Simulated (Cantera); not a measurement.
A Cantera script and what it prints.

```python
import numpy as np
import cantera as ct

gas_names = [...]  # 148 gases of nasa_gas.yaml made of Al, C, H, N, O
cond_names = """
    AL(cr) AL(L) ALN(s) AL2O3(a) AL2O3(L) C(gr) C6H6(L) C7H8(L) C8H18(L),n-octa H2O(s) H2O(L)
""".split()


# ... load() reads the species with a 1 bar reference pressure and builds the phases ...
atoms = {
    'Al(CH3)3': {'AL': 1, 'C': 3, 'H': 9},
    'H2O': {'H': 2, 'O': 1},
    'N2': {'N': 2},
}
top_T = {'ALN(s)': 2750, 'C(gr)': 4500}  # K; cautious upper limits of use, not melting points


# ... equilibrate(T, P, feed) seeds the gas with the atoms and calls Mixture.equilibrate('TP', solver="vcs", rtol=1e-11, max_steps=5000) ...
results = []
feed = {'Al(CH3)3': 1, 'H2O': 4.3, 'N2': 460}  # mol
P = 5500  # Pa
for T in [875, 950, 1025, 1100, 1175, 1250, 1325, 1400]:
    mix = equilibrate(T, P, feed)
    results.append((T, P, feed, dict(zip(mix.species_names, mix.species_moles))))
    x = sorted(zip(gas.X, gas.species_names), reverse=True)
    print(f"T = {T:g} K  P = {P:g} Pa  gas = {mix.phase_moles(0):.4g} mol")
    print("   x: " + "  ".join(f"{s} {v:.3e}" for v, s in x if v > 1e-05))
    print("   condensed (mol): " + ("  ".join(f"{mix.phase(i).name} {mix.phase_moles(i):.4g}"
          for i in range(1, mix.n_phases) if mix.phase_moles(i) > 1e-12) or "none"))
```

Output:

```
T = 875 K  P = 5500 Pa  gas = 471.6 mol
   x: N2 9.755e-01  H2 1.862e-02  CO 5.872e-03  H2O 2.451e-05  CO2 2.039e-05
   condensed (mol): AL2O3(a) 0.5  C(gr) 0.2172
T = 950 K  P = 5500 Pa  gas = 471.6 mol
   x: N2 9.754e-01  H2 1.865e-02  CO 5.925e-03
   condensed (mol): AL2O3(a) 0.5  C(gr) 0.2025
T = 1025 K  P = 5500 Pa  gas = 471.6 mol
   x: N2 9.754e-01  H2 1.865e-02  CO 5.934e-03
   condensed (mol): AL2O3(a) 0.5  C(gr) 0.1999
T = 1100 K  P = 5500 Pa  gas = 471.6 mol
   x: N2 9.754e-01  H2 1.866e-02  CO 5.936e-03
   condensed (mol): AL2O3(a) 0.5  C(gr) 0.1986
T = 1175 K  P = 5500 Pa  gas = 471.6 mol
   x: N2 9.754e-01  H2 1.866e-02  CO 5.937e-03
   condensed (mol): AL2O3(a) 0.5  C(gr) 0.1964
T = 1250 K  P = 5500 Pa  gas = 471.6 mol
   x: N2 9.754e-01  H2 1.865e-02  CO 5.937e-03  HCN 1.710e-05
   condensed (mol): AL2O3(a) 0.5  C(gr) 0.1918
T = 1325 K  P = 5500 Pa  gas = 471.7 mol
   x: N2 9.750e-01  H2 1.864e-02  CO 6.334e-03  HCN 2.565e-05
   condensed (mol): ALN(s) 0.1252  AL2O3(a) 0.4374
T = 1400 K  P = 5500 Pa  gas = 471.7 mol
   x: N2 9.750e-01  H2 1.865e-02  CO 6.343e-03  HCN 1.601e-05
   condensed (mol): ALN(s) 0.1283  AL2O3(a) 0.4359
```

Method: chemical equilibrium by Gibbs-energy minimisation in Cantera with the NASA 1993 tables (ideal gas, pure condensed phases). The feed counts by its element totals alone. Mutual solubility and eutectic melting of coexisting phases are not modelled.
